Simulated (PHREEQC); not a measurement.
Solution (76 °C): 0.16 mol/kgw NH4Cl and 0.002 mol/kgw Na2HPO4. Closed to the air; pH follows from the charge balance.

Computed with PHREEQC (ion-association model, phreeqc.dat).

**Question.** The ionic strength comes out as 0.163 mol/kgw. What activity coefficients do H2PO4-, HPO4-2, Cl-, NH4+, Na+ get?

**Answer.** H2PO4- 0.74, HPO4-2 0.29, Cl- 0.71, NH4+ 0.68, Na+ 0.74.

This is a speciation only: nothing precipitates in the calculation. Species that the database lacks are ignored. Away from 25 °C the constants follow the database's enthalpies or fits; those with neither stay at their 25 °C values.
